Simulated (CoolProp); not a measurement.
Vapour pressure (MPa) of R1233zd(E): the reference equation beside estimates from Tc = 438.9 K, pc = 3.583 MPa, ω = 0.304. Clausius-Clapeyron is anchored at 208.2 K with a constant enthalpy of vaporisation of 30.24 kJ/mol.

The numbers come from the reference Helmholtz-energy equation of state, Akasaka 2022 in CoolProp.

```tsv
T (K)	reference	Lee-Kesler	Clausius-Clapeyron	Redlich-Kwong
208.2	0.0009340	0.0008718	0.0009340	0.003787
210.9	0.001168	0.001091	0.001168	0.004589
213.6	0.001450	0.001356	0.001453	0.005526
216.3	0.001789	0.001675	0.001796	0.006615
219	0.002194	0.002057	0.002210	0.007873
221.7	0.002674	0.002511	0.002706	0.009321
224.4	0.003241	0.003049	0.003296	0.01098
227.1	0.003906	0.003682	0.003996	0.01287
229.8	0.004684	0.004423	0.004824	0.01501
232.5	0.005587	0.005288	0.005797	0.01743
235.2	0.006633	0.006291	0.006937	0.02015
237.8	0.007791	0.007405	0.008214	0.02308
240.5	0.009166	0.008732	0.009753	0.02647
243.2	0.01074	0.01025	0.01154	0.03024
```

Absolute difference from the reference over all 14 rows, mean and median: Lee-Kesler 5.7 and 5.8 %, Clausius-Clapeyron 2.7 and 2.0 %, Redlich-Kwong 237.7 and 234.1 %.
